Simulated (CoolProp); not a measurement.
Vapour-liquid equilibrium of propane (1) + isohexane (2) at 0.0678 MPa; x and y are mole fractions of (1).

Values from CoolProp's multi-fluid Helmholtz-energy mixture model, Lemmon 2009 and Lemmon 2006; pair parameters Bell 2016.

**Question.** Give the bubble temperature and the first vapour's composition at x = 0.35, 0.5, 0.8. Is there an azeotrope?

**Answer.** x = 0.35: 245.4 K, y = 0.981; x = 0.5: 237.0 K, y = 0.992; x = 0.8: 227.0 K, y = 0.998. No azeotrope shows between x = 0.05 and 0.95.

The pair parameters rest on a limited set of measurements; away from them the model extrapolates. The gap from Raoult's law changes sign with composition, which may be real or a fault of the pair parameters; it wasn't checked against measurements.
